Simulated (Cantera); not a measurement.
Feed: 1 mol MgO, 0.54 mol C, 0.25 mol CO, equilibrated at 627 °C and 5.40 bar.

Cantera equilibrium calculation (NASA polynomials, part measured and part estimated; ideal gas, pure solids and liquids). Candidate condensed phases: C, Mg, MgCO3, MgO; 15 gas species. Rates play no part.

Base state: CO2 0.834, CO 0.166 (mole fractions); condensed: C(graphite) + MgO(s).

Task: What changes in the equilibrium state with this change: pressure from 5.40 bar to 0.000350 bar?

Result: 
```
species           before    after
----------------  ------  -------
CO                 0.166    0.998
CO2                0.834  0.00195
C(graphite), mol   0.654    0.540
MgO(s), mol         1.00     1.00
```

Task: What changes in the equilibrium state with this change: temperature from 627 °C to 2252 °C?

Result: 
```csv
species,before,after
CO,0.166,0.594
Mg,<1e-9,0.406
CO2,0.834,0.000238
Mg2,<1e-9,6.30e-5
MgO,<1e-9,1.31e-5
"C(graphite), mol",0.654,0
"MgO(s), mol",1.00,0.460
```
